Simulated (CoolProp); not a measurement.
R21 along the isobar 214 bar: density (kg/m³) from the reference equation and from simpler models built on Tc = 452.7 K, pc = 52.89 bar, ω = 0.206; each cubic takes its own stable root.

The numbers come from the reference Helmholtz-energy equation of state, Platzer 1990 in CoolProp. This equation is an older, rougher fit; its heat capacities, sound speeds and derivatives of the liquid may be far off and weren't checked against measurements.

```tsv
T (K)	phase	reference
320.2	liquid	1370
335.5	liquid	1338
350.8	liquid	1304
366.1	liquid	1270
381.3	liquid	1235
396.6	liquid	1198
411.9	liquid	1160
427.2	liquid	1121
442.4	liquid	1081
457.7	supercritical	1038
473	supercritical	994.6
```

### Question
How far does each simpler model (Redlich-Kwong, Soave-Redlich-Kwong, Peng-Robinson) lie from the reference over these 11 states: mean and median of the absolute difference, and the worst?

### Answer
- Redlich-Kwong: mean 6.9 %, median 6.9 %, worst -7.0 % at 411.9 K and 214 bar
- Soave-Redlich-Kwong: mean 5.9 %, median 5.6 %, worst -7.5 % at 473 K and 214 bar
- Peng-Robinson: mean 5.4 %, median 5.9 %, worst +6.7 % at 335.5 K and 214 bar
